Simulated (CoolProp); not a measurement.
Isopentane at several states: Z from the reference equation and from simpler models built on Tc = 187.2 °C, pc = 3.378 MPa, ω = 0.227; each cubic takes its own stable root.

Model: reference Helmholtz-energy equation of state, Lemmon 2006, in CoolProp. It is a short technical equation, of lower accuracy than the large ones.

```tsv
T (°C)	p (MPa)	phase	reference
-33.45	0.274	liquid	0.01477
-45.35	0.0453	liquid	0.002530
-86.25	1.03	liquid	0.06645
59.15	1.22	liquid	0.05489
```

**Question.** How far does each simpler model (van der Waals, Redlich-Kwong, Soave-Redlich-Kwong, Peng-Robinson) lie from the reference over these 4 states: mean and median of the absolute difference, and the worst?

**Answer.** 
- van der Waals: mean 9704.8 %, median 63.2 %, worst +38631.2 % at -45.35 °C and 0.0453 MPa
- Redlich-Kwong: mean 10.4 %, median 9.9 %, worst +12.0 % at 59.15 °C and 1.22 MPa
- Soave-Redlich-Kwong: mean 8.2 %, median 8.0 %, worst +9.0 % at -86.25 °C and 1.03 MPa
- Peng-Robinson: mean 3.9 %, median 4.2 %, worst -4.5 % at 59.15 °C and 1.22 MPa

At some of these states van der Waals gives the other phase, because its saturation line lies elsewhere.
